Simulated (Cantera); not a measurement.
Charge: 1 mol Si3N4, 0.11 mol O2, 120 mol N2, at 1500 K and 10.0 mbar.

Cantera equilibrium calculation (NASA polynomials, part measured and part estimated; ideal gas, pure solids and liquids). Candidate condensed phases: Si, SiO2, Si2N2O, Si3N4; 16 gas species. Mutual solubility and eutectic melting of coexisting phases are not modelled. Rates play no part.

Base state: N2 1.000, SiO 1.45e-5 (mole fractions); condensed: Si2N2O(s) + Si3N4(s).

Problem. What changes in the equilibrium state with this change: temperature from 1500 K to 2025 K?

Solution. 
```csv
species,before,after
N2,1.000,0.992
Si,2.97e-8,0.00582
SiO,1.45e-5,0.00179
Si2N,<1e-9,0.000183
Si2,<1e-9,6.40e-5
SiN,3.82e-9,0.000142
Si3,<1e-9,1.36e-5
"Si2N2O(s), mol",0.218,0
"Si3N4(s), mol",0.854,0
"Si(l), mol",0,1.98
```
The tables' values for SiN are old estimates; treat these amounts as uncertain.

Problem. What changes in the equilibrium state with this change: temperature from 1500 K to 1875 K?

Solution. 
| species | before | after |
|---|---|---|
| N2 | 1.000 | 0.997 |
| SiO | 1.45e-5 | 0.00180 |
| Si | 2.97e-8 | 0.000906 |
| Si2N | <1e-9 | 4.81e-5 |
| SiN | 3.82e-9 | 3.24e-5 |
| Si2N2O(s), mol | 0.218 | 0 |
| Si3N4(s), mol | 0.854 | 0 |
| Si(l), mol | 0 | 2.65 |
The tables' values for SiN are old estimates; treat these amounts as uncertain.
